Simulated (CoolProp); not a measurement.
Model: reference Helmholtz-energy equation of state, Schroeder 2014, in CoolProp.

Q: For ethanol, give the phase and the density (kg/m³), cp (kJ/(kg K)), Joule-Thomson coefficient (K/MPa), fugacity coefficient at 523 K and 12500 kPa; 523 K and 15700 kPa; 523 K and 25100 kPa.

A: 
- 523 K and 12500 kPa: supercritical; density 489, cp 5.25, Joule-Thomson coefficient 0.936, fugacity coefficient 0.436
- 523 K and 15700 kPa: supercritical; density 516, cp 4.75, Joule-Thomson coefficient 0.587, fugacity coefficient 0.371
- 523 K and 25100 kPa: supercritical; density 561, cp 4.23, Joule-Thomson coefficient 0.223, fugacity coefficient 0.279
